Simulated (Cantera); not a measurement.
Cantera run:

```python
import numpy as np
import cantera as ct

gas_names = """
    AL ALH ALI ALI3 ALO ALOH ALO2 ALO2H AL2 AL2I6 AL2O AL2O2 H HALO HI HO2 H2 H2O H2O2 I I2 O OH O2 O3
""".split()
cond_names = """
    AL(cr) AL(L) ALI3(s) ALI3(L) AL2O3(a) AL2O3(L) H2O(s) H2O(L) I2(cr) I2(L)
""".split()


def load(file, names, dense=False):
    # The tables refer to 1 bar. Condensed volumes are neglected.
    table = {s.name: s for s in ct.Species.list_from_file(file)}
    out = []
    for n in names:
        d = dict(table[n].input_data)
        d["thermo"] = dict(d["thermo"], **{"reference-pressure": 1e5})
        if dense:
            d["equation-of-state"] = {"model": "constant-volume", "density": "1e6 g/cm^3"}
        out.append(ct.Species.from_dict(d))
    return out


gas = ct.Solution(thermo="ideal-gas", species=load("nasa_gas.yaml", gas_names))
cond = {s.name: ct.Solution(thermo="fixed-stoichiometry", species=[s], name=s.name)
        for s in load("nasa_condensed.yaml", cond_names, dense=True)}
atoms = {
    'Al2O3': {'AL': 2, 'O': 3},
    'HI': {'H': 1, 'I': 1},
}
top_T = {}  # K; cautious upper limits of use, not melting points


def equilibrate(T, P, feed):
    n = {}
    for name, mol in feed.items():
        for a, k in atoms[name].items():
            n[a] = n.get(a, 0.0) + k * mol
    gas.TPX = T, P, n
    mass = sum(n.values()) * gas.mean_molecular_weight
    gas.equilibrate("TP")
    valid = [c for c in cond.values() if c.min_temp <= T <= top_T.get(c.name, c.max_temp)]
    mix = ct.Mixture([(gas, mass / gas.mean_molecular_weight)] + [(c, 0.0) for c in valid])
    mix.T, mix.P = T, P
    mix.equilibrate("TP", solver="vcs", rtol=1e-11, max_steps=5000)
    return mix


results = []
feed = {'Al2O3': 1, 'HI': 0.021}  # mol
P = 30000  # Pa
for T in [773, 848, 923, 998, 1073, 1148, 1223, 1298, 1373, 1448, 1523, 1598, 1673]:
    mix = equilibrate(T, P, feed)
    results.append((T, P, feed, dict(zip(mix.species_names, mix.species_moles))))

top = {s: max(r[3][s] / sum(r[3][g] for g in gas_names) for r in results) for s in gas_names}
cols = sorted((s for s in top if top[s] > 0.001), key=lambda s: -top[s])[:6]
seen = [c for c in cond_names if any(r[3].get(c, 0) > 1e-12 for r in results)]
print("log10 of partial pressures in bar; condensed amounts in mol")
print(f"{'T/K':>10s}" + "".join(f"{s[:9]:>10s}" for s in cols + seen))
for T, P, feed, n in results:
    ng = sum(n[g] for g in gas_names)
    print(f"{T:10.4g}" + "".join(f"{np.log10(max(n[s] / ng * P / 1e5, 1e-99)):10.3f}" for s in cols)
          + "".join(f"{n.get(c, 0):10.4g}" for c in seen))
```

It prints:

```
log10 of partial pressures in bar; condensed amounts in mol
       T/K        HI         I        H2        I2  AL2O3(a)
       773    -0.636    -3.167    -1.466    -1.470         1
       848    -0.647    -2.698    -1.434    -1.446         1
       923    -0.660    -2.308    -1.406    -1.434         1
       998    -0.676    -1.982    -1.378    -1.436         1
      1073    -0.697    -1.711    -1.350    -1.457         1
      1148    -0.726    -1.487    -1.321    -1.501         1
      1223    -0.764    -1.307    -1.288    -1.571         1
      1298    -0.812    -1.164    -1.254    -1.668         1
      1373    -0.870    -1.054    -1.219    -1.788         1
      1448    -0.937    -0.971    -1.185    -1.927         1
      1523    -1.009    -0.908    -1.154    -2.078         1
      1598    -1.086    -0.862    -1.128    -2.236         1
      1673    -1.165    -0.827    -1.106    -2.395         1
```

These are equilibrium values from Cantera (NASA tables, ideal gas, pure condensed phases), not measurements of a reactor.
